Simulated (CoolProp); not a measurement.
Model: reference Helmholtz-energy equation of state, Lemmon 2006, in CoolProp. It is a short technical equation, of lower accuracy than the large ones.

**Question.** Give the vapour pressure (bar), liquid density (kg/m³), enthalpy of vaporisation (kJ/kg), liquid viscosity (µPa s) of saturated toluene at 499.9 K.

**Answer.** 
| T (K) | p (bar) | liquid density (kg/m³) | enthalpy of vaporisation (kJ/kg) | liquid viscosity (µPa s) |
|---|---|---|---|---|
| 499.9 | 11.7 | 638 | 263 | 116 |

Viscosity comes from a separate model (Avgeri 2015).
